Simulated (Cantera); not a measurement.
An adiabatic, constant-pressure homogeneous reactor starts with 6.57 % CH4, 1.05 % C2H6, 0.855 % C3H8, 19.2 % O2, 72.3 % N2, equivalence ratio 1.1, at 1023 K and 3.10 bar.

Model: GRI-Mech 3.0 (53 species, 325 reactions), integrated in Cantera.

One state of this run: T (K) = 2635; x CH4 = <1e-12; x C2H6 = <1e-12; x C3H8 = <1e-12; x C2H4 = <1e-12; x CH3 = <1e-12; x NO = 0.00413; x H = 0.00308. x: mole fraction; the columns are a selection and need not sum to one.

Question: Which value of t (s) does it belong to?
A) 0.000318
B) 0.0317
C) 0.0126
D) 0.000798

Answer: B, 0.0317
